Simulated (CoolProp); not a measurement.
Vapour-liquid equilibrium of CHF3 (R23) (1) + C2F6 (R116) (2) at 255.5 K; x and y are mole fractions of (1).

Values from CoolProp's multi-fluid Helmholtz-energy mixture model, Penoncello 2003 and Lemmon 2006; pair parameters Bell 2016.

| x | bubble pressure, mixture model (MPa) | bubble pressure, Raoult's law (MPa) | y, mixture model | y, Raoult's law |
|---|---|---|---|---|
| 0.05 | 1.242 | 1.143 | 0.111 | 0.066 |
| 0.125 | 1.386 | 1.171 | 0.232 | 0.160 |
| 0.2 | 1.497 | 1.199 | 0.321 | 0.250 |
| 0.275 | 1.582 | 1.227 | 0.390 | 0.336 |
| 0.35 | 1.647 | 1.256 | 0.449 | 0.418 |
| 0.425 | 1.695 | 1.284 | 0.501 | 0.497 |
| 0.5 | 1.727 | 1.312 | 0.550 | 0.572 |
| 0.575 | 1.745 | 1.341 | 0.597 | 0.644 |
| 0.65 | 1.750 | 1.369 | 0.645 | 0.713 |
| 0.725 | 1.739 | 1.397 | 0.697 | 0.779 |
| 0.8 | 1.711 | 1.425 | 0.756 | 0.842 |
| 0.875 | 1.660 | 1.454 | 0.827 | 0.903 |
| 0.95 | 1.578 | 1.482 | 0.919 | 0.962 |

The largest gap from Raoult's law is +32.0 % in bubble pressure, at x = 0.425. y crosses x between x = 0.575 and 0.65: the model has an azeotrope there.

Pair parameters are fitted to limited data, so mixtures are less certain than the pure fluids.
